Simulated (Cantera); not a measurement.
Cantera run:

```python
import numpy as np
import cantera as ct

gas_names = """
    C CN CO CO2 C2 CCN CNC C2N2 C2O C3 C3O2 C4 C4N2 C5 Fe FeC5O5 FeO N NCO NO NO2 NO3 N2 N2O O O2 O3
""".split()
cond_names = """
    C(gr) Fe(a) Fe(c) Fe(d) Fe(L) FeC5O5(L) FeO(s) FeO(L) Fe2O3(s) Fe3O4(s)
""".split()


# ... load() reads the species with a 1 bar reference pressure and builds the phases ...
atoms = {
    'Fe3O4': {'Fe': 3, 'O': 4},
    'C': {'C': 1},
    'N2': {'N': 2},
}
top_T = {'C(gr)': 4500, 'Fe2O3(s)': 1830, 'Fe3O4(s)': 1870}  # K; cautious upper limits of use, not melting points


# ... equilibrate(T, P, feed) seeds the gas with the atoms and calls Mixture.equilibrate('TP', solver="vcs", rtol=1e-11, max_steps=5000) ...
results = []
feed = {'Fe3O4': 1, 'C': 3.3, 'N2': 0.21}  # mol
T = 2598  # K
P = 133.322  # Pa
mix = equilibrate(T, P, feed)
results.append((T, P, feed, dict(zip(mix.species_names, mix.species_moles))))
print(gas.report(threshold=1e-06))
for i in range(1, mix.n_phases):
    print(f"{mix.phase(i).name:16s} {mix.phase_moles(i):12.5e} mol")
```

Result:

```
       temperature   2598 K
          pressure   133.32 Pa
           density   0.00024649 kg/m^3
  mean mol. weight   39.936 kg/kmol
   phase of matter   gas

                          1 kg             1 kmol
                     ---------------   ---------------
          enthalpy        5.0152e+06        2.0029e+08  J
   internal energy        4.4743e+06        1.7869e+08  J
           entropy            7907.7         3.158e+05  J/K
    Gibbs function       -1.5529e+07       -6.2017e+08  J
 heat capacity c_p             790.2             31557  J/K
 heat capacity c_v               582             23243  J/K

                      mass frac. Y      mole frac. X     chem. pot. / RT
                     ---------------   ---------------   ---------------
                CO           0.31737            0.4525           -41.156
               CO2          0.025556          0.023191           -61.792
                Fe           0.59302           0.42408           -13.646
               FeO          0.015036         0.0083582           -34.282
                 N        1.1607e-06        3.3093e-06           -18.994
                NO        0.00073707        0.00098099           -39.631
                N2          0.020889          0.029779           -37.988
                 O          0.021571          0.053845           -20.636
                O2         0.0058203         0.0072641           -41.273
     [  +18 minor]        6.6914e-09        5.8534e-09

C(gr)             0.00000e+00 mol
Fe(L)             0.00000e+00 mol
FeC5O5(L)         0.00000e+00 mol
FeO(L)            0.00000e+00 mol
```

Cantera equilibrium calculation (NASA polynomials, part measured and part estimated; ideal gas, pure solids and liquids).
